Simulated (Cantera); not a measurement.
# Transport properties of process gases

Gas mixture: H2O : NO = 0.55 : 0.079 (molar parts), at 105 Torr, frozen composition.

Cantera's kinetic-theory transport with the Lennard-Jones parameters of GRI-Mech 3.0, ideal gas; thermal conductivity in the mixture-averaged form. Polar gases are described roughly by these parameters. The composition is frozen, though it would react at the higher temperatures.

| T (K) | ρ (kg/m³) | cp (J/kg/K) | μ (µPa s) | λ (mW/m/K) | Pr | D (cm²/s) H | D (cm²/s) CH4 | D (cm²/s) NO |
|---|---|---|---|---|---|---|---|---|
| 400 | 0.0822 | 1728 | 15.2 | 36.4 | 0.720 | 16.2 | 2.86 | 2.83 |
| 650 | 0.0506 | 1857 | 24.7 | 64.1 | 0.715 | 39.7 | 7.08 | 6.95 |
| 900 | 0.0365 | 2006 | 33.8 | 95.7 | 0.710 | 70.8 | 12.7 | 12.4 |
| 1150 | 0.0286 | 2160 | 42.5 | 129 | 0.710 | 108 | 19.5 | 18.9 |
| 1400 | 0.0235 | 2298 | 50.7 | 164 | 0.712 | 152 | 27.3 | 26.5 |
| 1650 | 0.0199 | 2418 | 58.4 | 197 | 0.715 | 201 | 36.1 | 35.0 |
D: mixture-averaged diffusion coefficient of that species in the mixture.
